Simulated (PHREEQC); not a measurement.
Make-up at 25 °C: 6.1 mmol/kgw HF, 0.23 mmol/kgw NH4F and 0.04 mmol/kgw H2SO4. Closed to the air; pH follows from the charge balance.

Model: ion-association model, phreeqc.dat, run in PHREEQC.

| quantity | before | after |
|---|---|---|
| pH | 2.78 | 3.00 |
| ionic strength (mol/kgw) | 0.00200 | 0.00745 |
| HF (mol/kgw) | 0.00441 | 0.00313 |
| F- (mol/kgw) | 0.00186 | 0.00229 |
| HF2- (mol/kgw) | 3.15e-5 | 2.75e-5 |
| NH3 (mol/kgw) | 7.50e-11 | 3.26e-9 |

Problem. Which change was made?
(A) H2SO4 left out
(B) H2SO4 from 4e-05 to 0.0002 mol/kgw
(C) temperature from 25 to 20 °C
(D) HF replaced by NH4BF4 at the same molality
(E) diluted 2-fold with water

Solution. D, HF replaced by NH4BF4 at the same molality

Precipitation was switched off in this run. Real BF4- forms and hydrolyses slowly; the run takes it at equilibrium.
